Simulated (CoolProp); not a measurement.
Vapour-liquid equilibrium of propane (1) + benzene (2) at 294.2 K; x and y are mole fractions of (1).

Computed with CoolProp (multi-fluid Helmholtz-energy mixture model, Lemmon 2009 and Thol 2012; pair parameters Bell 2016).

Task: Give the bubble pressure and the first vapour's composition at x = 0.05, 0.35, 0.8. Is there an azeotrope?

Result: x = 0.05: 0.09493 MPa, y = 0.890; x = 0.35: 0.4037 MPa, y = 0.977; x = 0.8: 0.6919 MPa, y = 0.993. No azeotrope shows between x = 0.05 and 0.95.

Pair parameters are fitted to limited data, so mixtures are less certain than the pure fluids. The gap from Raoult's law changes sign with composition, which may be real or a fault of the pair parameters; it wasn't checked against measurements. With so large a gap from Raoult's law the liquid may split in two, which this calculation doesn't test in full.
